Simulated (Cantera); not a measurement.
Input: 1 mol FeS2, 2.5 mol SO3, 0.12 mol O2, at 0.0100 bar.

Equilibrium computed with Cantera from the NASA thermochemical tables; the gas is ideal and each condensed phase is pure. Candidate condensed phases: Fe, FeO, FeS, FeSO4, FeS2, Fe2O3, Fe2(SO4)3, Fe3O4, S; 12 gas species. Mutual solubility and eutectic melting of coexisting phases are not modelled. The tables' stoichiometric FeO is somewhat more stable than real wüstite, so its field is too wide. FeO, FeS: taken at fixed stoichiometry. Gases not in the tables: S3 to S7. Kinetics and transport are ignored.

log p: log10 of the partial pressure in bar; n: condensed amount in mol.

| T (K) | log p SO2 | log p S2 | log p SO | log p S2O | log p S | log p Fe | n FeS(s) | n Fe3O4(s) | n FeO(s) |
|---|---|---|---|---|---|---|---|---|---|
| 973 | -2.02 | -3.29 | -6.19 | -4.71 | -10.12 | <-14 | 0.538 | 0.154 | 0 |
| 1073 | -2.04 | ___ | ___ | ___ | ___ | <-14 | ___ | ___ | 0 |
| 1173 | -2.05 | -2.95 | -5.01 | -4.50 | -7.97 | -13.11 | 0.251 | 0.250 | 0 |
| 1273 | -2.07 | -2.85 | ___ | -4.45 | ___ | ___ | 0 | 0 | 1.00 |
| 1373 | -2.07 | -2.86 | -4.21 | -4.47 | -6.52 | -9.78 | 0 | 0 | 1.00 |
| 1473 | -2.07 | -2.86 | -3.89 | -4.48 | -5.96 | -8.53 | 0 | 0 | 1.000 |
| 1573 | -2.08 | -2.87 | -3.63 | -4.50 | -5.48 | -7.43 | 0 | 0 | 1.000 |

Problem. Complete the blanks.

Solution. 
- 1073, log p S2: -3.10
- 1073, log p SO: -5.54
- 1073, log p S2O: -4.59
- 1073, log p S: -8.94
- 1073, n FeS(s): 0.408
- 1073, n Fe3O4(s): 0.197
- 1273, log p SO: -4.57
- 1273, log p S: -7.16
- 1273, log p Fe: -11.25
